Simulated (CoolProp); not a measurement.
Saturation properties of ethanol.

Model: reference Helmholtz-energy equation of state, Schroeder 2014, in CoolProp.

```
T (K)  p (MPa)  vapour density (kg/m³)  enthalpy of vaporisation (kJ/kg)
-----  -------  ----------------------  --------------------------------
406.3   0.6268                   9.560                             735.7
408.4   0.6646                   10.13                             730.2
410.6   0.7060                   10.75                             724.3
412.7   0.7474                   11.38                             718.6
414.8   0.7907                   12.04                             712.8
417     0.8382                   12.76                             706.6
419.1   0.8855                   13.48                             700.6
421.3   0.9372                   14.28                             694.2
423.4   0.9888                   15.07                             687.9
425.6    1.045                   15.94                             681.3
427.7    1.101                   16.81                             674.9
429.9    1.162                   17.77                             668.0
432      1.223                   18.72                             661.4
434.1    1.287                   19.72                             654.6
436.3    1.355                   20.81                             647.4
```

It boils at 351.6 K under 1 atm.
